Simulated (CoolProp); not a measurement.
Aqueous potassium carbonate as a coolant, at 6 °C, 1 atm.

Values from CoolProp's Melinder's fits for secondary coolants.

```
mass %  freezing point (°C)  viscosity (mPa s)  conductivity (W/(m K))  density (kg/m³)  cp (kJ/(kg K))
------  -------------------  -----------------  ----------------------  ---------------  --------------
4.9                    -1.6               1.61                   0.570             1046           3.895
8.7                    -3.1               1.74                   0.567             1083           3.723
12.5                    [?]               1.91                   0.563             1120           3.572
16.4                   -6.6                [?]                   0.559             1159           3.424
20.2                   -8.9                [?]                   0.555             1198           3.280
24.1                  -12.0               2.75                   0.552             1240           3.135
27.9                  -15.9               3.24                   0.548             1282           3.003
31.7                  -21.1               3.91                   0.544             1325           2.885
35.6                  -27.8               4.87                   0.540             1370           2.784
39.4                  -36.1               6.19                   0.535             1415           2.701
```

Q: Complete the blanks.

A: 
- 12.5, freezing point (°C): -4.7
- 16.4, viscosity (mPa s): 2.12
- 20.2, viscosity (mPa s): 2.39
